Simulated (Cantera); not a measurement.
Input (Python, Cantera) and output of one run.

```python
import numpy as np
import cantera as ct

gas_names = """
    N NO NO2 NO3 N2 N2O O O2 O3 Pb PbO Pb2
""".split()
cond_names = """
    Pb(cr) Pb(L) PbO(rd) PbO(yw) PbO(L) PbO2(s) Pb3O4(s)
""".split()


# ... load() reads the species with a 1 bar reference pressure and builds the phases ...
atoms = {
    'Pb': {'Pb': 1},
    'O2': {'O': 2},
    'N2': {'N': 2},
}
top_T = {'Pb3O4(s)': 820}  # K; cautious upper limits of use, not melting points


# ... equilibrate(T, P, feed) seeds the gas with the atoms and calls Mixture.equilibrate('TP', solver="vcs", rtol=1e-11, max_steps=5000) ...
results = []
feed = {'Pb': 1, 'O2': 0.22, 'N2': 2.2}  # mol
T = 873.15  # K
P = 67000  # Pa
mix = equilibrate(T, P, feed)
results.append((T, P, feed, dict(zip(mix.species_names, mix.species_moles))))
print(gas.report(threshold=1e-05))
for i in range(1, mix.n_phases):
    print(f"{mix.phase(i).name:16s} {mix.phase_moles(i):12.5e} mol")
```

Result:

```
       temperature   873.15 K
          pressure   67000 Pa
           density   0.25854 kg/m^3
  mean mol. weight   28.014 kg/kmol
   phase of matter   gas

                          1 kg             1 kmol
                     ---------------   ---------------
          enthalpy        6.1979e+05        1.7363e+07  J
   internal energy        3.6064e+05        1.0103e+07  J
           entropy            8107.3        2.2712e+05  J/K
    Gibbs function       -6.4591e+06       -1.8095e+08  J
 heat capacity c_p            1140.2             31943  J/K
 heat capacity c_v            843.44             23628  J/K

                      mass frac. Y      mole frac. X     chem. pot. / RT
                     ---------------   ---------------   ---------------
                N2           0.99999                 1           -24.925
     [  +11 minor]        7.0793e-06        9.5687e-07

Pb(L)             5.59998e-01 mol
PbO(yw)           4.40000e-01 mol
PbO2(s)           0.00000e+00 mol
```

Method: chemical equilibrium by Gibbs-energy minimisation in Cantera with the NASA 1993 tables (ideal gas, pure condensed phases).
